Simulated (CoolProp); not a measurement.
Water along the isobar 7.94 MPa: fugacity coefficient from the reference equation and from simpler models built on Tc = 647.1 K, pc = 22.06 MPa, ω = 0.344; each cubic takes its own stable root.

Values from CoolProp's reference Helmholtz-energy equation of state, Wagner 2002.

| T (K) | phase | reference |
|---|---|---|
| 540.5 | liquid | 0.5622 |
| 559.7 | liquid | 0.7212 |
| 579 | gas | 0.8108 |
| 598.2 | gas | 0.8352 |
| 617.5 | gas | 0.8553 |
| 636.8 | gas | 0.8721 |
| 656 | gas | 0.8863 |
| 675.3 | gas | 0.8986 |
| 694.5 | gas | 0.9091 |
| 713.8 | gas | 0.9184 |

How far does each simpler model (Redlich-Kwong, Soave-Redlich-Kwong, Peng-Robinson) lie from the reference over these 10 states: mean and median of the absolute difference, and the worst?


- Redlich-Kwong: mean 5.6 %, median 0.9 %, worst +34.2 % at 540.5 K and 7.94 MPa
- Soave-Redlich-Kwong: mean 1.3 %, median 0.3 %, worst +5.1 % at 540.5 K and 7.94 MPa
- Peng-Robinson: mean 1.4 %, median 1.4 %, worst +2.7 % at 540.5 K and 7.94 MPa

At some of these states Redlich-Kwong gives the other phase, because its saturation line lies elsewhere.
